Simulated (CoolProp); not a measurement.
Vapour-liquid equilibrium of acetone (1) + n-dodecane (2) at 428.2 K; x and y are mole fractions of (1).

Values from CoolProp's multi-fluid Helmholtz-energy mixture model, Lemmon 2006 and Lemmon 2004; pair parameters Bell 2016.

Question: Give the bubble pressure and the first vapour's composition at x = 0.05, 0.125, 0.35. Is there an azeotrope?

Answer: x = 0.05: 0.07679 MPa, y = 0.767; x = 0.125: 0.1876 MPa, y = 0.907; x = 0.35: 0.5478 MPa, y = 0.970. No azeotrope shows between x = 0.05 and 0.95.

The pair parameters rest on a limited set of measurements; away from them the model extrapolates. The gap from Raoult's law changes sign with composition, which may be real or a fault of the pair parameters; it wasn't checked against measurements.
